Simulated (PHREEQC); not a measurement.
Solution (25 °C): 0.015 mol CdCl2, 0.00012 mol MgSO4 and 0.00016 mol H2SO4 per kg of water. Closed to the air; pH follows from the charge balance.

The numbers come from PHREEQC with the ion-association model, phreeqc.dat.

No solid was allowed to form.

Task: Predict the pH.

Result: pH 3.56.

Task: In which forms is Mg present?

Result: Mg+2 99 %, MgSO4 1.2 % of the Mg.

Complexes and solids missing from the database can't appear.
